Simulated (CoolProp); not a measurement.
Properties of diethyl ether along the isobar 13.8 MPa (Tc = 194.7 °C, pc = 3.717 MPa, ω = 0.282).

Computed with CoolProp (reference Helmholtz-energy equation of state, Thol 2014).

| T (°C) | phase | Z | speed of sound (m/s) | Joule-Thomson coefficient (K/MPa) | expansivity (1/kK) | fugacity coefficient |
|---|---|---|---|---|---|---|
| 190.25 | liquid | 0.5052 | [?] | 0.1976 | 2.799 | 0.2534 |
| 196.75 | supercritical | [?] | 497.2 | 0.2454 | 2.905 | 0.2707 |
| 203.25 | supercritical | 0.5103 | 478.6 | [?] | 3.018 | [?] |
| 209.75 | supercritical | 0.5136 | 460.5 | 0.3535 | 3.137 | 0.3061 |
| 216.25 | supercritical | 0.5175 | 443.0 | 0.4145 | 3.263 | 0.3242 |
| 222.75 | supercritical | [?] | [?] | 0.4804 | 3.393 | 0.3424 |
| 229.25 | supercritical | 0.5268 | 409.7 | 0.5514 | 3.529 | 0.3607 |
| 235.75 | supercritical | 0.5324 | 394.1 | 0.6278 | [?] | 0.3790 |
| 242.35 | supercritical | 0.5387 | 379.0 | 0.7105 | [?] | 0.3976 |
| 248.85 | supercritical | 0.5456 | 365.1 | 0.7970 | 3.954 | 0.4159 |
| 255.35 | supercritical | 0.5532 | 352.0 | 0.8877 | 4.092 | 0.4341 |
| 261.85 | supercritical | 0.5614 | 339.8 | 0.9820 | 4.224 | 0.4521 |
| 268.35 | supercritical | 0.5703 | 328.7 | 1.079 | 4.346 | 0.4700 |
| 274.85 | supercritical | 0.5799 | 318.5 | 1.176 | 4.454 | 0.4876 |

Problem. Complete the blanks.

Solution. 
- 190.25, speed of sound (m/s): 516.2
- 196.75, Z: 0.5075
- 203.25, Joule-Thomson coefficient (K/MPa): 0.2973
- 203.25, fugacity coefficient: 0.2883
- 222.75, Z: 0.5218
- 222.75, speed of sound (m/s): 426.0
- 235.75, expansivity (1/kK): 3.669
- 242.35, expansivity (1/kK): 3.812
